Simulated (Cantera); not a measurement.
Input: 1 mol SiH2Cl2, 3.9 mol HCl, 440 mol H2, equilibrated at 9.75 Torr.

Method: chemical equilibrium by Gibbs-energy minimisation in Cantera with the NASA 1993 tables (ideal gas, pure condensed phases). Candidate condensed phases: Si; 19 gas species. Rates play no part. All values below are at 1325 K.

Base state: H2 0.987, HCl 0.0124, SiCl2 0.000424, H 1.43e-5 (mole fractions); condensed: Si(s).

Question: What changes in the equilibrium state with this change: H2 from 440 to 150 mol?

Answer: 
```json
[
 {"species": "H2", "before": "0.987", "after": "0.965"},
 {"species": "HCl", "before": "0.0124", "after": "0.0317"},
 {"species": "SiCl2", "before": "0.000424", "after": "0.00285"},
 {"species": "SiCl4", "before": "3.73e-7", "after": "1.69e-5"},
 {"species": "SiCl3", "before": "5.39e-6", "after": "9.42e-5"},
 {"species": "SiHCl3", "before": "1.52e-6", "after": "2.63e-5"},
 {"species": "Si(s), mol", "before": "0.807", "after": "0.533"}
]
```
The tables' values for SiCl3 are old estimates; treat these amounts as uncertain.
